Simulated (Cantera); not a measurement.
A freely propagating, adiabatic, planar premixed flame of H2 : O2 : N2 = 1 : 0.227 : 0.591 (molar parts), equivalence ratio 2.2, unburnt at 648 K and 100.0 Torr; multicomponent+Soret transport, grid criteria slope 0.08 and curve 0.16, no radiation.

Computed with Cantera and the H2/O2 subset of GRI-Mech 3.0, which has no nitrogen chemistry. Burning velocities carry a grid error of a few per cent, more on coarse grids.

**Question.** Predict: laminar burning velocity; thermal thickness; peak x(HO2); peak x(H2O2); peak x(H); peak x(O).

**Answer.** 
* **laminar burning velocity**: 888 cm/s
* **thermal thickness**: 5.87 mm
* **peak x(HO2)**: 3.81e-5
* **peak x(H2O2)**: 2.64e-7
* **peak x(H)**: 0.162
* **peak x(O)**: 0.00569
